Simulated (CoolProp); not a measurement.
Vapour-liquid equilibrium of R227EA (1) + isobutane (2) at 326 K; x and y are mole fractions of (1).

Model: multi-fluid Helmholtz-energy mixture model, Lemmon 2016 and Bücker 2006; pair parameters Bell 2016, in CoolProp.

| x | bubble pressure, mixture model (bar) | bubble pressure, Raoult's law (bar) | y, mixture model | y, Raoult's law |
|---|---|---|---|---|
| 0.05 | 8.363 | 7.467 | 0.141 | 0.066 |
| 0.2 | 10.25 | 7.844 | 0.355 | 0.251 |
| 0.35 | … | 8.221 | 0.463 | 0.420 |
| 0.5 | 11.56 | 8.598 | … | 0.573 |
| 0.65 | 11.64 | 8.975 | 0.634 | 0.714 |
| 0.8 | 11.30 | 9.352 | … | 0.843 |
| 0.95 | 10.35 | 9.729 | 0.919 | 0.962 |

**Question.** Some entries are withheld; supply them.

**Answer.** 
- 0.35, bubble pressure, mixture model (bar): 11.15
- 0.5, y, mixture model: 0.546
- 0.8, y, mixture model: 0.747

The largest gap from Raoult's law is +35.6 % in bubble pressure, at x = 0.35. y crosses x between x = 0.5 and 0.65: the model has an azeotrope there.

The pair parameters rest on a limited set of measurements; away from them the model extrapolates.
